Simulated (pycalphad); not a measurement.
Source of the numbers: pycalphad with the COST 507 light-alloy database (1999); pressure 1 atm. The database dates from 1999; later assessments differ in places, in temperatures and in the compounds included. The system is extrapolated from its subsystems; higher-order compounds may be missing. Kinetics are ignored, which matters at the lower temperatures.

## Ti-4.82V-0.94Si (at.%): equilibrium cooling sequence

```tsv
T (K)	phases above	phases below
1908.6	LIQUID	BCC_A2 + LIQUID
1821.3	BCC_A2 + LIQUID	BCC_A2
1062.5	BCC_A2	BCC_A2 + HCP_A3
988.8	BCC_A2 + HCP_A3	BCC_A2 + HCP_A3 + SITI3
```

Changes were sought between steps of 100 K, so a narrower field can be missed.

Database names, with the compositions (at.%) that they take in these runs: SITI3: Ti 75 Si 25. BCC_A2 is bcc; HCP_A3 is hcp.
